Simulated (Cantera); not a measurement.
Feed: 1 mol Si, 1.1 mol Cl₂, 1.2 mol H₂, held at 927 °C and 1.70e-5 bar.

These are equilibrium values from Cantera (NASA tables, ideal gas, pure condensed phases), not measurements of a reactor. Candidate condensed phases: Si; 19 gas species. The tables' values for SiCl₃ are old estimates; treat these amounts as uncertain. Equilibrium is a limit: real reactors are often held back by kinetics, nucleation or transport.

### Question
What is the equilibrium state?

### Answer
```
Quantity        Value
----------  ---------
x(H₂)           0.409
x(SiCl₂)        0.331
x(HCl)          0.240
x(SiCl₃)       0.0146
x(SiCl₄)      0.00561
x(SiHCl₃)    0.000261
x(H)          3.06e-5
x(Cl)         1.55e-5
x(SiCl)       2.23e-6
n(Si(s))    0.201 mol
gas amount  2.270 mol
```
